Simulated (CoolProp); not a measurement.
A single-stage vapour-compression cycle with R410A: evaporating at 235.15 K (dew point), condensing at 272.15 K (bubble point), superheat 5 K, subcooling 0 K, compressor efficiency 0.7, no pressure losses. Each further row changes one setting.

The numbers come from the reference Helmholtz-energy equation of state, Lemmon 2003 in CoolProp. It is a pseudo-pure fit of the blend.

```json
[
 {"case": "as stated", "cooling COP": "3.73", "pressure ratio": "4.05", "discharge temperature (K)": "318.5", "refrigerating effect (kJ/kg)": "212", "volumetric capacity (kJ/m³)": "1570"},
 {"case": "evaporating temperature 240.15 K", "cooling COP": "4.50", "pressure ratio": "3.26", "discharge temperature (K)": "311.6", "refrigerating effect (kJ/kg)": "(withheld)", "volumetric capacity (kJ/m³)": "1950"},
 {"case": "condensing temperature 267.15 K", "cooling COP": "4.42", "pressure ratio": "3.44", "discharge temperature (K)": "308.9", "refrigerating effect (kJ/kg)": "219", "volumetric capacity (kJ/m³)": "1620"},
 {"case": "subcooling 5 K", "cooling COP": "3.86", "pressure ratio": "4.05", "discharge temperature (K)": "318.5", "refrigerating effect (kJ/kg)": "219", "volumetric capacity (kJ/m³)": "1620"},
 {"case": "superheat 15 K", "cooling COP": "3.69", "pressure ratio": "4.05", "discharge temperature (K)": "(withheld)", "refrigerating effect (kJ/kg)": "220", "volumetric capacity (kJ/m³)": "1550"},
 {"case": "compressor efficiency 0.6", "cooling COP": "(withheld)", "pressure ratio": "4.05", "discharge temperature (K)": "328.5", "refrigerating effect (kJ/kg)": "212", "volumetric capacity (kJ/m³)": "1570"}
]
```

Q: Complete the blanks.

A: 
- evaporating temperature 240.15 K, refrigerating effect (kJ/kg): 214
- superheat 15 K, discharge temperature (K): 330.5
- compressor efficiency 0.6, cooling COP: 3.20
